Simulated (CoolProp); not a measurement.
Properties of dimethyl carbonate along the isobar 3.96 bar (Tc = 557.0 K, pc = 49.09 bar, ω = 0.346).

Model: reference Helmholtz-energy equation of state, Zhou 2011, in CoolProp.

```
T (K)   phase  density (kg/m³)  cp (kJ/(kg K))  cv (kJ/(kg K))  Joule-Thomson coefficient (K/MPa)
-----  ------  ---------------  --------------  --------------  ---------------------------------
355.5  liquid            985.5           1.939           1.430                            -0.2566
373.6  liquid            959.5           1.984           1.463                            -0.2267
391.7  liquid            932.6           2.034           1.499                            -0.1908
409.9  liquid            904.3           2.090           1.534                            -0.1464
428       gas            10.76           1.564           1.438                              15.43
446.1     gas            10.23           1.598           1.477                              13.36
464.3     gas            9.747           1.633           1.516                              11.69
482.4     gas            9.319           1.667           1.554                              10.34
500.5     gas            8.933           1.702           1.591                              9.233
518.7     gas            8.579           1.735           1.627                              8.303
```
